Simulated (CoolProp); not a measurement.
CHF3 (R23) at several states: density (kg/m³) from the reference equation and from simpler models built on Tc = 26.1 °C, pc = 48.32 bar, ω = 0.263; each cubic takes its own stable root.

Model: reference Helmholtz-energy equation of state, Penoncello 2003, in CoolProp.

| T (°C) | p (bar) | phase | reference | van der Waals | Redlich-Kwong | Peng-Robinson |
|---|---|---|---|---|---|---|
| -16.85 | 11.2 | gas | 44.16 | 41.36 | 42.63 | ? |
| -140.75 | 2.36 | liquid | 1655 | 919.3 | ? | 1562 |
| -22.95 | 4.67 | gas | 16.89 | 16.47 | ? | 16.82 |
| 56.35 | 13.2 | gas | 36.41 | 36.18 | 36.39 | 36.59 |
| 167.45 | 0.632 | gas | 1.209 | 1.210 | 1.210 | 1.209 |

Question: Fill in the missing entries.

Answer: 
- -16.85, Peng-Robinson: 43.64
- -140.75, Redlich-Kwong: 1368
- -22.95, Redlich-Kwong: 16.67
